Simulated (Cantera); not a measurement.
Cantera run, input and output.

```python
import numpy as np
import cantera as ct

gas = ct.Solution("gri30.yaml")
gas.TPX = 1575, 2000000, {'CH4': 1, 'H2O': 2.9}
reactor = ct.IdealGasConstPressureReactor(gas, energy="off", clone=False)
net = ct.ReactorNet([reactor])
net.rtol, net.atol = 1e-08, 1e-18
show = ['CH4', 'H2O', 'H2', 'H2O2', 'O']
times = np.geomspace(2e-06, 70, 10)

steps = ct.SolutionArray(gas, extra=["t"])
rows = []
print(f"{'t/s':>10s}{'T/K':>9s}{'P/Pa':>11s}" + "".join(f"{s:>11s}" for s in show))
for t in times:
    while net.time < t:
        t_next = net.step()
        steps.append(gas.state, t=t_next)
    rows.append([np.interp(t, steps.t, y) for y in (steps.T, steps.P, *steps(*show).X.T)])
    print(f"{t:10.3e}{rows[-1][0]:9.1f}{rows[-1][1]:11.4g}" + "".join(f"{x:11.3e}" for x in rows[-1][2:]))
rate = np.gradient(steps.T, steps.t)
print("integrator steps:", len(steps.t))
if steps.T.max() > steps.T[0] + 200:
    print(f"time of steepest temperature rise: {steps.t[rate.argmax()]:.4e} s")
gas.TPX = 1575, 2000000, {'CH4': 1, 'H2O': 2.9}
gas.equilibrate("TP")
print(f"equilibrium (TP): T = {gas.T:.1f} K  " + "  ".join(f"{s} {gas[s].X[0]:.3e}" for s in show))
```

It prints:

```
       t/s      T/K       P/Pa        CH4        H2O         H2       H2O2          O
 2.000e-06   1575.0      2e+06  2.564e-01  7.436e-01  1.107e-05  1.594e-13  4.009e-13
 1.378e-05   1575.0      2e+06  2.562e-01  7.436e-01  8.217e-05  1.979e-12  4.529e-12
 9.495e-05   1575.0      2e+06  2.552e-01  7.435e-01  6.635e-04  3.240e-12  7.372e-12
 6.542e-04   1575.0      2e+06  2.474e-01  7.411e-01  7.307e-03  5.981e-12  1.316e-11
 4.508e-03   1575.0      2e+06  2.041e-01  7.155e-01  5.831e-02  4.411e-12  7.371e-12
 3.106e-02   1575.0      2e+06  1.207e-01  6.517e-01  1.674e-01  3.529e-12  4.342e-12
 2.140e-01   1575.0      2e+06  1.161e-01  5.554e-01  2.496e-01  1.907e-12  4.062e-12
 1.474e+00   1575.0      2e+06  7.546e-02  4.241e-01  3.827e-01  7.238e-13  2.770e-12
 1.016e+01   1575.0      2e+06  1.580e-02  3.198e-01  5.054e-01  3.131e-13  1.674e-12
 7.000e+01   1575.0      2e+06  6.464e-05  2.951e-01  5.354e-01  2.533e-13  1.470e-12
integrator steps: 2301
equilibrium (TP): T = 1575.0 K  CH4 5.409e-05  H2O 2.951e-01  H2 5.354e-01  H2O2 2.533e-13  O 1.470e-12
```

Computed with Cantera and GRI-Mech 3.0 (53 species, 325 reactions). The pressure lies above the range GRI-Mech 3.0 was tuned for (to about 10 atm).
